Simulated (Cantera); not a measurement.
**Premixed flame**

A freely propagating, adiabatic, planar premixed flame of H2 : O2 : N2 = 1 : 0.333 : 1.25 (molar parts), equivalence ratio 1.5, unburnt at 498 K and 1.00 bar; mixture-averaged transport, grid criteria slope 0.08 and curve 0.16, no radiation.

Cantera simulation using the H2/O2 subset of GRI-Mech 3.0, which has no nitrogen chemistry; the numbers are that mechanism's predictions, not measurements. Burning velocities carry a grid error of a few per cent, more on coarse grids.

```json
[
 {"z (mm)": "-1.26", "T (K)": "498", "u (m/s)": "6.60", "x H2": "0.387", "x O2": "0.129", "x O": "<1e-8", "x H2O": "<1e-8", "x OH": "<1e-8", "x HO2": "<1e-8"},
 {"z (mm)": "-0.840", "T (K)": "498", "u (m/s)": "6.60", "x H2": "0.387", "x O2": "0.129", "x O": "<1e-8", "x H2O": "<1e-8", "x OH": "<1e-8", "x HO2": "<1e-8"},
 {"z (mm)": "-0.630", "T (K)": "498", "u (m/s)": "6.60", "x H2": "0.387", "x O2": "0.129", "x O": "<1e-8", "x H2O": "<1e-8", "x OH": "<1e-8", "x HO2": "<1e-8"},
 {"z (mm)": "-0.420", "T (K)": "498", "u (m/s)": "6.60", "x H2": "0.387", "x O2": "0.129", "x O": "<1e-8", "x H2O": "3.17e-8", "x OH": "<1e-8", "x HO2": "7.04e-8"},
 {"z (mm)": "-0.210", "T (K)": "511", "u (m/s)": "6.76", "x H2": "0.384", "x O2": "0.129", "x O": "4.65e-6", "x H2O": "0.000391", "x OH": "3.39e-5", "x HO2": "0.000203"},
 {"z (mm)": "-0.105", "T (K)": "753", "u (m/s)": "9.70", "x H2": "0.351", "x O2": "0.124", "x O": "0.000264", "x H2O": "0.0196", "x OH": "0.000892", "x HO2": "0.000218"},
 {"z (mm)": "0", "T (K)": "1209", "u (m/s)": "15.1", "x H2": "0.244", "x O2": "0.0848", "x O": "0.00413", "x H2O": "0.106", "x OH": "0.00285", "x HO2": "8.13e-5"},
 {"z (mm)": "0.105", "T (K)": "1521", "u (m/s)": "18.7", "x H2": "0.144", "x O2": "0.0262", "x O": "0.00684", "x H2O": "0.215", "x OH": "0.00696", "x HO2": "2.36e-5"},
 {"z (mm)": "0.210", "T (K)": "1660", "u (m/s)": "20.3", "x H2": "0.120", "x O2": "0.00894", "x O": "0.00583", "x H2O": "0.248", "x OH": "0.00885", "x HO2": "7.66e-6"},
 {"z (mm)": "0.420", "T (K)": "1796", "u (m/s)": "21.8", "x H2": "0.121", "x O2": "0.00464", "x O": "0.00475", "x H2O": "0.258", "x OH": "0.0101", "x HO2": "3.67e-6"},
 {"z (mm)": "0.840", "T (K)": "1937", "u (m/s)": "23.3", "x H2": "0.127", "x O2": "0.00322", "x O": "0.00351", "x H2O": "0.265", "x OH": "0.0105", "x HO2": "2.35e-6"},
 {"z (mm)": "1.68", "T (K)": "2074", "u (m/s)": "24.6", "x H2": "0.132", "x O2": "0.00199", "x O": "0.00222", "x H2O": "0.272", "x OH": "0.00978", "x HO2": "1.41e-6"},
 {"z (mm)": "3.36", "T (K)": "2190", "u (m/s)": "25.8", "x H2": "0.136", "x O2": "0.00106", "x O": "0.00120", "x H2O": "0.280", "x OH": "0.00811", "x HO2": "7.81e-7"}
]
```
x: mole fraction of selected species; z is measured from the peak of heat release.

```
Property                     Value
------------------------  --------
laminar burning velocity  660 cm/s
thermal thickness         0.420 mm
peak x(O)                  0.00689
peak x(OH)                  0.0105
peak x(HO2)               0.000362
grid points                    132
```
